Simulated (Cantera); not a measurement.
Cantera run:

```python
import numpy as np
import cantera as ct

gas_names = """
    O VO2
""".split()
cond_names = """
    V(cr) V(L)
""".split()


# ... load() reads the species with a 1 bar reference pressure and builds the phases ...
species = {s.name: s for s in load("nasa_gas.yaml", gas_names) + load("nasa_condensed.yaml", cond_names)}
# Each term lists the table entries of one substance; the one whose range holds T is used.
reactions = {
    '2 O(g) + V = VO2(g)':
        [(-2, ['O']), (-1, ['V(cr)', 'V(L)']), (1, ['VO2'])],
}


def pick(names, T):
    return next(species[n] for n in names if species[n].thermo.min_temp <= T <= species[n].thermo.max_temp)


results = []
for label, terms in reactions.items():
    print(label)
    print("     T/K   dH/kJ  dS/(J/K)   dG/kJ   log10 K")
    for T in [300, 950, 1150, 1350, 1550, 1750, 1950, 2150, 2350, 2550, 2750]:
        used = [(nu, pick(names, T)) for nu, names in terms]
        dH = sum(nu * s.thermo.h(T) for nu, s in used) / 1e6
        dS = sum(nu * s.thermo.s(T) for nu, s in used) / 1e3
        dG = dH - T * dS / 1e3
        logK = -dG * 1e6 / (ct.gas_constant * T * np.log(10))
        results.append((label, T, dH, dS, dG, logK, [s.name for _, s in used]))
        print(f"{T:8g} {dH:8.1f} {dS:8.1f} {dG:8.1f} {logK:8.2f}")
```

It prints:

```
2 O(g) + V = VO2(g)
     T/K   dH/kJ  dS/(J/K)   dG/kJ   log10 K
     300   -731.0    -85.9   -705.2   122.79
     950   -742.9   -108.1   -640.3    35.20
    1150   -746.2   -111.2   -618.4    28.09
    1350   -749.7   -114.0   -595.8    23.05
    1550   -753.6   -116.6   -572.8    19.30
    1750   -757.7   -119.2   -549.2    16.39
    1950   -762.4   -121.7   -525.1    14.07
    2150   -767.5   -124.2   -500.5    12.16
    2350   -796.3   -137.2   -473.7    10.53
    2550   -802.3   -139.7   -446.0     9.14
    2750   -808.3   -142.0   -417.9     7.94
```

Standard-state values (1 bar) from the NASA 1993 polynomials, evaluated with Cantera. Condensed species are held in their standard states even where they would react or evaporate.
